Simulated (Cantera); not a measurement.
# Hydrocarbon pyrolysis for carbon deposition

An isothermal, constant-pressure homogeneous reactor starts with 28.6 % CH₄, 71.4 % N₂, at 1500 K and 15.8 Torr.

Computed with Cantera and GRI-Mech 3.0 (53 species, 325 reactions). GRI-Mech 3.0 stops at C3 and has no aromatics, soot or wall deposition, so with more carbon than oxygen in the feed, carbon stays in small species such as C2H2 where larger ones or solid carbon would form. Radical loss at walls, strong at low pressure, is not modelled.

| t (s) | x CH₄ | x C₂H | x C₂H₆ | x CH₂ | x C₂H₄ |
|---|---|---|---|---|---|
| 2.00e-5 | 0.286 | <1e-12 | <1e-12 | <1e-12 | <1e-12 |
| 8.66e-5 | 0.286 | <1e-12 | <1e-12 | <1e-12 | <1e-12 |
| 0.000375 | 0.286 | <1e-12 | 2.64e-11 | <1e-12 | 2.82e-11 |
| 0.00162 | 0.286 | <1e-12 | 2.15e-9 | 1.34e-11 | 3.00e-9 |
| 0.00702 | 0.286 | <1e-12 | 1.57e-7 | 2.39e-10 | 2.58e-7 |
| 0.0304 | 0.285 | <1e-12 | 7.59e-6 | 3.69e-9 | 1.89e-5 |
| 0.132 | 0.283 | 3.88e-11 | 0.000114 | 3.23e-8 | 0.000841 |
| 0.570 | 0.249 | 2.27e-9 | 0.000198 | 5.98e-8 | 0.00602 |
| 2.47 | 0.170 | 9.31e-9 | 6.54e-5 | 3.30e-8 | 0.00197 |
| 10.7 | 0.0718 | 1.96e-8 | 1.27e-5 | 1.81e-8 | 0.000442 |
| 46.2 | 0.0133 | 3.63e-8 | 7.33e-7 | 7.28e-9 | 0.000215 |
| 200 | 0.00214 | 4.37e-8 | 2.94e-8 | 1.59e-9 | 0.000216 |
x: mole fraction; the columns are a selection and need not sum to one.

Equilibrium at this temperature and pressure: CH₄ 0.000871, C₂H 2.61e-8, C₂H₆ 7.75e-9, CH₂ 6.57e-10, C₂H₄ 0.000129 (gas phase only).
